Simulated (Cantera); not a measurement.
## Thermodynamics of roasting and sulfation, feed MgO + O₂ + H₂O + H₂S

A closed system holds: 1 mol MgO, 0.49 mol O₂, 0.41 mol H₂O, 1.1 mol H₂S, equilibrated at 625 °C.

These are equilibrium values from Cantera (NASA tables, ideal gas, pure condensed phases), not measurements of a reactor. Candidate condensed phases: H₂O, H₂SO₄, Mg, MgO, Mg(OH)₂, MgS, MgSO₄, S; 26 gas species. Gases not in the tables: S₃ to S₇. Equilibrium is a limit: real reactors are often held back by kinetics, nucleation or transport.

| P (Pa) | x H₂O | x H₂S | x S₂ | x SO₂ | x S₈ | n MgO(s) |
|---|---|---|---|---|---|---|
| 1000 | 0.617 | 0.145 | 0.184 | 0.0449 | 3.73e-10 | 1.00 |
| 2600 | 0.607 | 0.161 | 0.174 | 0.0517 | 5.17e-9 | 1.00 |
| 6700 | 0.595 | 0.178 | 0.162 | 0.0591 | 6.76e-8 | 1.00 |
| 17000 | 0.582 | 0.195 | 0.151 | 0.0668 | 8.17e-7 | 1.00 |
| 45000 | 0.568 | 0.214 | 0.138 | 0.0753 | 1.06e-5 | 1.00 |
| 120000 | 0.553 | 0.233 | 0.124 | 0.0841 | 0.000132 | 1.00 |
| 300000 | 0.543 | 0.250 | 0.109 | 0.0916 | 0.00122 | 1.00 |
| 770000 | 0.550 | 0.259 | 0.0838 | 0.0951 | 0.00728 | 1.00 |
| 2000000 | 0.583 | 0.251 | 0.0522 | 0.0903 | 0.0192 | 1.00 |
x: gas mole fraction; n: condensed amount in mol.

From 7.50 Torr to 15000 Torr the condensed part is MgO(s).
